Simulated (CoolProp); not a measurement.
Properties of n-octane along the isotherm 620 K.

The numbers come from the reference Helmholtz-energy equation of state, Beckmüller 2019 in CoolProp.

```tsv
p (MPa)	phase	viscosity (µPa s)	fugacity coefficient
0.414	gas	11.7	0.9561
0.828	gas	11.9	0.9133
1.24	gas	12.2	0.8718
1.66	gas	12.6	0.8305
2.07	gas	13.2	0.7912
2.48	gas	14.0	0.7528
2.9	supercritical	15.3	0.7143
3.31	supercritical	17.2	0.6775
3.73	supercritical	20.1	0.6407
4.14	supercritical	24.0	0.6059
4.55	supercritical	28.4	0.5732
4.97	supercritical	32.2	0.5432
5.38	supercritical	35.2	0.5173
5.8	supercritical	37.7	0.4942
6.21	supercritical	39.8	0.4743
```

Viscosity comes from a separate model (Huber 2004).
